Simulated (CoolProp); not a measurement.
Computed with CoolProp (reference Helmholtz-energy equation of state, Schroeder 2014).

Task: Give the vapour pressure (bar), liquid density (kg/m³), liquid conductivity (mW/(m K)) of saturated ethanol at 104.25, 150.45, 173.55 °C.

Result: 
```json
[
 {"T (°C)": "104.25", "p (bar)": "2.59", "liquid density (kg/m³)": "709", "liquid conductivity (mW/(m K))": "150"},
 {"T (°C)": "150.45", "p (bar)": "9.94", "liquid density (kg/m³)": "649", "liquid conductivity (mW/(m K))": "143"},
 {"T (°C)": "173.55", "p (bar)": "17.2", "liquid density (kg/m³)": "610", "liquid conductivity (mW/(m K))": "139"}
]
```

Thermal conductivity comes from a separate model (Assael 2013).
